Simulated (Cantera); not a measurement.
Premixed flame

A freely propagating, adiabatic, planar premixed flame of 25.7 % H2, 14.3 % O2, 53.8 % N2, 6.18 % H2O, unburnt at 400 K and 3750 Torr; multicomponent+Soret transport, grid criteria slope 0.08 and curve 0.16, no radiation.

Cantera simulation using the H2/O2 subset of GRI-Mech 3.0, which has no nitrogen chemistry; the numbers are that mechanism's predictions, not measurements. The hydrogen kinetics of GRI-Mech 3.0 are dated; newer H2 mechanisms differ, most at raised pressure. Burning velocities carry a grid error of a few per cent, more on coarse grids.

```tsv
z (mm)	T (K)	u (m/s)	x H2	x O2	x H2O	x O	x H	x H2O2
-0.175	400	1.55	0.256	0.143	0.0619	<1e-8	<1e-8	<1e-8
-0.117	401	1.54	0.251	0.144	0.0623	<1e-8	<1e-8	1.82e-7
-0.0877	403	1.54	0.244	0.146	0.0630	1.12e-8	<1e-8	7.65e-7
-0.0585	415	1.54	0.222	0.150	0.0656	7.93e-8	<1e-8	6.88e-6
-0.0292	589	2.05	0.158	0.153	0.0885	7.12e-6	5.11e-6	0.000133
-0.0146	961	3.29	0.117	0.132	0.139	0.000216	0.000737	0.000189
0	1374	4.68	0.0740	0.0956	0.211	0.00152	0.00454	3.96e-5
0.0146	1644	5.60	0.0414	0.0630	0.267	0.00301	0.00785	5.84e-6
0.0292	1798	6.12	0.0255	0.0455	0.296	0.00349	0.00784	3.70e-6
0.0585	1953	6.63	0.0152	0.0341	0.318	0.00289	0.00504	2.28e-6
0.117	2072	7.00	0.00915	0.0291	0.332	0.00160	0.00213	1.40e-6
0.234	2143	7.22	0.00469	0.0267	0.341	0.000745	0.000706	8.72e-7
0.468	2178	7.32	0.00214	0.0257	0.346	0.000339	0.000213	5.56e-7
```
x: mole fraction of selected species; z is measured from the peak of heat release.

| Property | Value |
|---|---|
| laminar burning velocity | 155 cm/s |
| thermal thickness | 0.0585 mm |
| peak x(O) | 0.00349 |
| peak x(H) | 0.00818 |
| peak x(H2O2) | 0.000200 |
| grid points | 108 |
